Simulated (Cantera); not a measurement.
**Ignition delay**

Mixture: H₂ : O₂ : N₂ : NO = 1 : 0.25 : 0.94 : 0.01 (molar parts), at 0.987 atm, adiabatic and at constant pressure. Ignition delay is the time to a rise of 400 K.

Detailed kinetics in Cantera: GRI-Mech 3.0 (53 species, 325 reactions). The mechanism lacks 2 NO + O2 → 2 NO2 and HONO, so NO2 and the effect of NO are under-described below about 1400 K. Where the delays flatten at high temperature, the 400 K rule measures the pace of heat release, not the induction time.

```
T0 (K)  delay (ms)
------  ----------
1250        0.0403
1325        0.0299
1400        0.0238
1475        0.0200
1550        0.0179
1625        0.0167
```
